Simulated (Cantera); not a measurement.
A perfectly stirred reactor is fed with H₂ : O₂ : N₂ = 1.6 : 1 : 1.3 (molar parts), equivalence ratio 0.80, at 458 Torr; it is held at 1398 K, and followed from long to short residence time.

Detailed kinetics in Cantera: GRI-Mech 3.0 (53 species, 325 reactions). The temperature is held fixed by assumption; the heat of reaction is taken as removed at once.

Task: What does this change do: pressure from 458 Torr to 608 Torr?

Result: 
| quantity | before | after |
|---|---|---|
| x(H₂) at τ = 9.30 s | 4.07e-5 | 3.30e-5 |
| x(O₂) at τ = 9.30 s | 0.0645 | 0.0645 |
| x(HO₂) at τ = 9.30 s | 8.75e-7 | 8.31e-7 |
| x(NO₂) at τ = 9.30 s | 4.91e-9 | 4.74e-9 |
| x(OH) at τ = 9.30 s | 0.000221 | 0.000178 |
| x(H₂) at τ = 77.0 ms | 0.000985 | 0.000808 |
| x(O₂) at τ = 77.0 ms | 0.0646 | 0.0646 |
| x(HO₂) at τ = 77.0 ms | 1.64e-5 | 1.69e-5 |
| x(NO₂) at τ = 77.0 ms | 3.59e-9 | 5.58e-9 |
| x(OH) at τ = 77.0 ms | 0.00106 | 0.000827 |
